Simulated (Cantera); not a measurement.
Charge: 1 mol SiF4, 0.036 mol C2H4, 1400 mol H2, at 1050 K.

These are equilibrium values from Cantera (NASA tables, ideal gas, pure condensed phases), not measurements of a reactor. Candidate condensed phases: C, C6H6, C7H8, C8H18, Si, SiC; 113 gas species. Equilibrium is a limit: real reactors are often held back by kinetics, nucleation or transport.

### Question
What share of the Si ends up in condensed phases as a function of P (Pa), at 100, 240, 560, 1300, 3200, 7500, 18000, 42000, 100000?

### Answer
```json
[
 {"P (Pa)": "100", "Si condensed (%)": "5.4", "as": "SiC(s)"},
 {"P (Pa)": "240", "Si condensed (%)": "3.7", "as": "SiC(s)"},
 {"P (Pa)": "560", "Si condensed (%)": "2.1", "as": "SiC(s)"},
 {"P (Pa)": "1300", "Si condensed (%)": "0.5", "as": "SiC(s)"},
 {"P (Pa)": "3200", "Si condensed (%)": "0.0", "as": "-"},
 {"P (Pa)": "7500", "Si condensed (%)": "0.0", "as": "-"},
 {"P (Pa)": "18000", "Si condensed (%)": "0.0", "as": "-"},
 {"P (Pa)": "42000", "Si condensed (%)": "0.0", "as": "-"},
 {"P (Pa)": "100000", "Si condensed (%)": "0.0", "as": "-"}
]
```
